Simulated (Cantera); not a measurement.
Gas mixture: 26.7 % H2O, 17.8 % H2, 42.6 % CH4, 12.9 % N2, at 20.0 Torr, frozen composition.

Cantera's kinetic-theory transport with the Lennard-Jones parameters of GRI-Mech 3.0, ideal gas; thermal conductivity in the multicomponent form. Polar gases are described roughly by these parameters. The composition is frozen, though it would react at the higher temperatures.

D: mixture-averaged diffusion coefficient of that species in the mixture.

| T (K) | ρ (kg/m³) | cp (J/kg/K) | μ (µPa s) | λ (mW/m/K) | Pr | D (cm²/s) H2O | D (cm²/s) CH3 | D (cm²/s) N2 |
|---|---|---|---|---|---|---|---|---|
| 400 | 0.0125 | 2268 | 15.7 | 62.5 | 0.569 | 18.4 | 16.9 | 16.9 |
| 550 | 0.00910 | 2546 | 20.4 | 88.1 | 0.590 | 33.6 | 29.9 | 29.8 |
| 700 | 0.00715 | 2830 | 24.8 | 115 | 0.608 | 52.2 | 45.5 | 45.3 |
| 850 | 0.00589 | 3089 | 28.8 | 143 | 0.622 | 74.0 | 63.6 | 63.1 |
| 1000 | 0.00501 | 3329 | [?] | [?] | 0.633 | [?] | [?] | [?] |
| 1150 | 0.00435 | 3539 | [?] | [?] | 0.641 | [?] | [?] | [?] |

Some entries are withheld; supply them.


- 1000, μ (µPa s): 32.6
- 1000, λ (mW/m/K): 171
- 1000, D (cm²/s) H2O: 98.5
- 1000, D (cm²/s) CH3: 83.9
- 1000, D (cm²/s) N2: 83.2
- 1150, μ (µPa s): 36.2
- 1150, λ (mW/m/K): 200
- 1150, D (cm²/s) H2O: 126
- 1150, D (cm²/s) CH3: 106
- 1150, D (cm²/s) N2: 105
